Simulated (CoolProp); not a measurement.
Vapour-liquid equilibrium of R141b (1) + n-pentane (2) at 158.55 °C; x and y are mole fractions of (1).

The numbers come from the multi-fluid Helmholtz-energy mixture model, Lemmon 2006 and Thol 2019; pair parameters Bell 2016 in CoolProp.

```csv
x,bubble pressure (MPa),y at the bubble point,dew pressure at overall composition x (MPa),liquid density (mol/L)
0.05,1.886,0.062,1.878,6.173
0.15,1.957,0.175,1.943,6.257
0.25,2.013,0.278,1.999,6.358
0.35,2.056,0.375,2.046,6.478
0.45,2.086,0.468,2.081,6.616
0.55,2.106,0.561,2.104,6.773
0.65,2.116,0.653,2.116,6.948
0.75,2.117,0.748,2.117,7.141
0.85,2.109,0.845,2.108,7.349
0.95,2.092,0.947,2.092,7.573
```

y crosses x between x = 0.65 and 0.75: the model has an azeotrope there.

The pair parameters rest on a limited set of measurements; away from them the model extrapolates.
